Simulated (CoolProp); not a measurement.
Vapour-liquid equilibrium of acetone (1) + cyclohexane (2) at 0.785 MPa; x and y are mole fractions of (1).

The numbers come from the multi-fluid Helmholtz-energy mixture model, Lemmon 2006 and Zhou 2014; pair parameters Bell 2016 in CoolProp.

```json
[
 {"x": "0.05", "bubble temperature (K)": "431.6", "y at the bubble point": "0.181", "dew temperature at overall composition x (K)": "438.8", "liquid density (mol/L)": "7.587"},
 {"x": "0.125", "bubble temperature (K)": "422.0", "y at the bubble point": "0.347", "dew temperature at overall composition x (K)": "434.8", "liquid density (mol/L)": "7.842"},
 {"x": "0.2", "bubble temperature (K)": "416.1", "y at the bubble point": "0.445", "dew temperature at overall composition x (K)": "430.6", "liquid density (mol/L)": "8.061"},
 {"x": "0.275", "bubble temperature (K)": "412.2", "y at the bubble point": "0.511", "dew temperature at overall composition x (K)": "426.2", "liquid density (mol/L)": "8.270"},
 {"x": "0.35", "bubble temperature (K)": "409.6", "y at the bubble point": "0.560", "dew temperature at overall composition x (K)": "421.8", "liquid density (mol/L)": "8.480"},
 {"x": "0.425", "bubble temperature (K)": "407.7", "y at the bubble point": "0.600", "dew temperature at overall composition x (K)": "417.3", "liquid density (mol/L)": "8.703"},
 {"x": "0.5", "bubble temperature (K)": "406.3", "y at the bubble point": "0.637", "dew temperature at overall composition x (K)": "412.9", "liquid density (mol/L)": "8.942"},
 {"x": "0.575", "bubble temperature (K)": "405.1", "y at the bubble point": "0.673", "dew temperature at overall composition x (K)": "408.9", "liquid density (mol/L)": "9.203"},
 {"x": "0.65", "bubble temperature (K)": "404.3", "y at the bubble point": "0.712", "dew temperature at overall composition x (K)": "405.8", "liquid density (mol/L)": "9.488"},
 {"x": "0.725", "bubble temperature (K)": "403.7", "y at the bubble point": "0.755", "dew temperature at overall composition x (K)": "404.1", "liquid density (mol/L)": "9.799"},
 {"x": "0.8", "bubble temperature (K)": "403.5", "y at the bubble point": "0.805", "dew temperature at overall composition x (K)": "403.5", "liquid density (mol/L)": "10.14"},
 {"x": "0.875", "bubble temperature (K)": "403.6", "y at the bubble point": "0.865", "dew temperature at overall composition x (K)": "403.6", "liquid density (mol/L)": "10.50"},
 {"x": "0.95", "bubble temperature (K)": "404.2", "y at the bubble point": "0.940", "dew temperature at overall composition x (K)": "404.3", "liquid density (mol/L)": "10.89"}
]
```

y crosses x between x = 0.8 and 0.875: the model has an azeotrope there.

The pair parameters rest on a limited set of measurements; away from them the model extrapolates.
